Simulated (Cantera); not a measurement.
Input: 1 mol CaF₂, 5 mol H₂O, 30 mol N₂, 33 mol H₂, at 1925 K.

Equilibrium computed with Cantera from the NASA thermochemical tables; the gas is ideal and each condensed phase is pure. Candidate condensed phases: Ca, CaF₂, CaO, Ca(OH)₂, H₂O; 47 gas species. Kinetics and transport are ignored.

Task: What share of the Ca ends up in condensed phases as a function of P (Pa), at 0.100, 0.720, 5.20, 37, 270, 1900, 14000, 100000?

Result: 
```
P (Pa)  Ca condensed (%)      as
------  ----------------  ------
0.100                0.0       -
0.720                0.0       -
5.20                52.3  CaO(s)
37                  83.4  CaO(s)
270                 89.9  CaO(s)
1900                91.4  CaO(s)
14000               91.9  CaO(s)
100000              92.0  CaO(s)
```
